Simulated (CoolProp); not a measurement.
The numbers come from the reference Helmholtz-energy equation of state, Aleksandrov 2011 in CoolProp. It is a short technical equation, of lower accuracy than the large ones.

Problem. Give the vapour pressure (MPa), liquid density (kg/m³), liquid cp (kJ/(kg K)), vapour Z of saturated n-undecane at 485.9, 520.1 K.

Solution. 
| T (K) | p (MPa) | liquid density (kg/m³) | liquid cp (kJ/(kg K)) | vapour Z |
|---|---|---|---|---|
| 485.9 | 0.151 | 584 | 2.96 | 0.909 |
| 520.1 | 0.307 | 549 | 3.11 | 0.852 |
